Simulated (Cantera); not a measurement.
A freely propagating, adiabatic, planar premixed flame of H2 : O2 : N2 : H2O = 1 : 0.877 : 3.3 : 0.76 (molar parts), equivalence ratio 0.57, unburnt at 700 K and 500000 Pa; mixture-averaged transport, grid criteria slope 0.08 and curve 0.16, no radiation.

Cantera simulation using the H2/O2 subset of GRI-Mech 3.0, which has no nitrogen chemistry; the numbers are that mechanism's predictions, not measurements. The hydrogen kinetics of GRI-Mech 3.0 are dated; newer H2 mechanisms differ, most at raised pressure. Burning velocities carry a grid error of a few per cent, more on coarse grids. Lean hydrogen flames are cellular in practice and burn faster than this planar one.

Problem. Predict: laminar burning velocity; thermal thickness; peak x(H); peak x(OH); peak x(O).

Solution. 
* **laminar burning velocity**: 128 cm/s
* **thermal thickness**: 0.0886 mm
* **peak x(H)**: 0.00143
* **peak x(OH)**: 0.00454
* **peak x(O)**: 0.00136
